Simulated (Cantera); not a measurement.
## Transport properties of process gases

Gas mixture: 42.4 % NO, 57.6 % CO2, at 1000000 Pa, frozen composition.

Cantera's kinetic-theory transport with the Lennard-Jones parameters of GRI-Mech 3.0, ideal gas; thermal conductivity in the mixture-averaged form. The composition is frozen, though it would react at the higher temperatures.

```json
[
 {"T (K)": "400", "ρ (kg/m³)": "11.4", "cp (J/kg/K)": "958.2", "μ (µPa s)": "21.0", "λ (mW/m/K)": "28.1", "Pr": "0.715", "D (cm²/s) CO2": "0.0264", "D (cm²/s) NO": "0.0264", "D (cm²/s) NH3": "0.0319"},
 {"T (K)": "650", "ρ (kg/m³)": "7.04", "cp (J/kg/K)": "1086", "μ (µPa s)": "30.7", "λ (mW/m/K)": "46.2", "Pr": "0.722", "D (cm²/s) CO2": "0.0620", "D (cm²/s) NO": "0.0620", "D (cm²/s) NH3": "0.0796"},
 {"T (K)": "900", "ρ (kg/m³)": "5.09", "cp (J/kg/K)": "1174", "μ (µPa s)": "38.9", "λ (mW/m/K)": "62.8", "Pr": "0.727", "D (cm²/s) CO2": "0.108", "D (cm²/s) NO": "0.108", "D (cm²/s) NH3": "0.143"},
 {"T (K)": "1150", "ρ (kg/m³)": "3.98", "cp (J/kg/K)": "1230", "μ (µPa s)": "46.0", "λ (mW/m/K)": "77.8", "Pr": "0.728", "D (cm²/s) CO2": "0.163", "D (cm²/s) NO": "0.163", "D (cm²/s) NH3": "0.220"},
 {"T (K)": "1400", "ρ (kg/m³)": "3.27", "cp (J/kg/K)": "1269", "μ (µPa s)": "52.6", "λ (mW/m/K)": "91.6", "Pr": "0.728", "D (cm²/s) CO2": "0.227", "D (cm²/s) NO": "0.227", "D (cm²/s) NH3": "0.309"},
 {"T (K)": "1650", "ρ (kg/m³)": "2.78", "cp (J/kg/K)": "1297", "μ (µPa s)": "58.6", "λ (mW/m/K)": "104", "Pr": "0.728", "D (cm²/s) CO2": "0.299", "D (cm²/s) NO": "0.299", "D (cm²/s) NH3": "0.410"},
 {"T (K)": "1900", "ρ (kg/m³)": "2.41", "cp (J/kg/K)": "1316", "μ (µPa s)": "64.3", "λ (mW/m/K)": "116", "Pr": "0.727", "D (cm²/s) CO2": "0.378", "D (cm²/s) NO": "0.378", "D (cm²/s) NH3": "0.520"},
 {"T (K)": "2150", "ρ (kg/m³)": "2.13", "cp (J/kg/K)": "1330", "μ (µPa s)": "69.8", "λ (mW/m/K)": "128", "Pr": "0.727", "D (cm²/s) CO2": "0.464", "D (cm²/s) NO": "0.464", "D (cm²/s) NH3": "0.641"},
 {"T (K)": "2400", "ρ (kg/m³)": "1.91", "cp (J/kg/K)": "1341", "μ (µPa s)": "74.9", "λ (mW/m/K)": "138", "Pr": "0.726", "D (cm²/s) CO2": "0.557", "D (cm²/s) NO": "0.557", "D (cm²/s) NH3": "0.771"}
]
```
D: mixture-averaged diffusion coefficient of that species in the mixture.
